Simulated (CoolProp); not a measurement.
Model: reference Helmholtz-energy equation of state, Jacobsen 1992, in CoolProp.

Problem. Give the vapour pressure (bar), liquid density (kg/m³), liquid cp (kJ/(kg K)) of saturated R11 at 350.7, 354.6, 362.5 K.

Solution. 
| T (K) | p (bar) | liquid density (kg/m³) | liquid cp (kJ/(kg K)) |
|---|---|---|---|
| 350.7 | 4.93 | 1340 | 0.947 |
| 354.6 | 5.42 | 1330 | 0.954 |
| 362.5 | 6.51 | 1310 | 0.968 |
